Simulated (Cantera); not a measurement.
Thermodynamics of hydrogen reduction and annealing atmospheres, feed PbS + H₂ + N₂

Input: 1 mol PbS, 9.7 mol H₂, 9.8 mol N₂, held at 3.20 bar.

Method: chemical equilibrium by Gibbs-energy minimisation in Cantera with the NASA 1993 tables (ideal gas, pure condensed phases). Candidate condensed phases: Pb, PbS, S; 18 gas species. Mutual solubility and eutectic melting of coexisting phases are not modelled. The numbers say what is thermodynamically allowed, not how fast it happens.

From 848 K to 1198 K the condensed part is Pb(l) + PbS(s). The main Pb-bearing gas is PbS throughout.

```
T (K)   x N₂   x H₂    x H₂S     x PbS     x NH₃  n Pb(l)  n PbS(s)
-----  -----  -----  -------  --------  --------  -------  --------
848    0.503  0.494  0.00173   2.37e-7   0.00149   0.0337     0.966
898    0.503  0.493  0.00311   1.36e-6  0.000968   0.0607     0.939
948    0.503  0.492  0.00524   6.45e-6  0.000654    0.102     0.898
998    0.503  0.489  0.00832   2.60e-5  0.000457    0.162     0.837
1048   0.503  0.484   0.0126   9.13e-5  0.000328    0.245     0.753
1098   0.502  0.479   0.0181  0.000285  0.000242    0.353     0.641
1148   0.502  0.472   0.0252  0.000800  0.000181    0.490     0.493
1198   0.501  0.462   0.0337   0.00205  0.000137    0.656     0.300
```
x: gas mole fraction; n: condensed amount in mol.
